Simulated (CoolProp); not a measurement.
Vapour-liquid equilibrium of o-xylene (1) + n-nonane (2) at 1.28 kPa; x and y are mole fractions of (1).

Model: multi-fluid Helmholtz-energy mixture model, Zhou 2012 and Lemmon 2006; pair parameters Bell 2016, in CoolProp.

Task: Give the bubble temperature and the first vapour's composition at x = 0.05, 0.575, 0.725. Is there an azeotrope?

Result: x = 0.05: 37.5 °C, y = 0.090; x = 0.575: 32.5 °C, y = 0.664; x = 0.725: 31.8 °C, y = 0.775. No azeotrope shows between x = 0.05 and 0.95.

The pair parameters rest on a limited set of measurements; away from them the model extrapolates.
